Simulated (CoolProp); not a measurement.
A Linde-Hampson liquefier for methane: isothermal reversible compression at 230 K from 1 atm to 40 MPa, throttling to 1 atm, return gas leaving the recuperator 2 K below the feed. Each further row changes one setting.

Computed with CoolProp (reference Helmholtz-energy equation of state, Setzmann 1991).

```
case                        liquid yield per pass  compression work (kJ/kg of gas)
--------------------------  ---------------------  -------------------------------
as stated                                     [?]                              609
high pressure 80 MPa                          [?]                              [?]
warm-end temperature 260 K                  0.328                              727
warm-end gap 7 K                            0.396                              609
```

Question: Some entries are withheld; supply them.

Answer: 
- as stated, liquid yield per pass: 0.404
- high pressure 80 MPa, liquid yield per pass: 0.346
- high pressure 80 MPa, compression work (kJ/kg of gas): 724
